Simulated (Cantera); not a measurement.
Feed: 1 mol Si, 3.5 mol HCl, 0.42 mol H2, at 1.00 bar.

These are equilibrium values from Cantera (NASA tables, ideal gas, pure condensed phases), not measurements of a reactor. Candidate condensed phases: Si; 19 gas species. The tables' values for SiCl3 are old estimates; treat these amounts as uncertain. Equilibrium is a limit: real reactors are often held back by kinetics, nucleation or transport.

log p: log10 of the partial pressure in bar; n: condensed amount in mol.

```
T (K)  log p H2  log p SiCl4  log p SiHCl3   log p HCl  log p SiCl3  log p SiH2Cl2  log p SiCl2  n Si(s)
-----  --------  -----------  ------------  ----------  -----------  -------------  -----------  -------
725       -0.17        -0.66         -1.01       -3.32        -4.81          -2.52        -6.58   0.0487
775       -0.17        -0.66         -1.02       -2.99        -4.32          -2.50        -5.84   0.0502
825       -0.17        -0.65         -1.03       -2.70        -3.89          -2.48        -5.19   0.0520
875       -0.17        -0.65         -1.04       -2.44        -3.51          -2.46        -4.61   0.0542
925       -0.17        -0.65         -1.05  (withheld)        -3.18          -2.45   (withheld)   0.0568
975       -0.17        -0.65         -1.06       -2.01        -2.87          -2.44        -3.64   0.0600
1025      -0.17        -0.66         -1.07       -1.83        -2.60          -2.43        -3.23   0.0637
1075      -0.18        -0.66         -1.08  (withheld)        -2.36          -2.43   (withheld)   0.0677
1125      -0.18        -0.67         -1.09       -1.52        -2.14          -2.43        -2.53   0.0716
```

Question: Fill in the missing entries.

Answer: 
- 1075, log p HCl: -1.66
- 1075, log p SiCl2: -2.86
- 925, log p HCl: -2.21
- 925, log p SiCl2: -4.10
